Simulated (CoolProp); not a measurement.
A simple Rankine cycle with the fluoroketone C6F12O (FK-5-1-12): condensing at 324.15 K, boiler at 0.485 MPa, turbine inlet 378.5 K, turbine efficiency 0.6, pump efficiency 0.6, no recuperator. Each further row changes one setting.

The numbers come from the reference Helmholtz-energy equation of state, McLinden 2015 in CoolProp.

```tsv
case	thermal efficiency (%)	net work (kJ/kg)	heat in (kJ/kg)	turbine exit temperature (K)	volume ratio over the turbine
as stated	5.6	7.41	131	364.0	5.09
turbine inlet 398.5 K	5.3	8.03	151	384.7	4.91
condensing temperature 316.15 K	6.4	8.92	140	361.9	6.78
boiler pressure 0.339 MPa	4.4	5.92	134	368.4	3.34
turbine efficiency 0.5	4.7	6.11	131	365.4	5.11
```
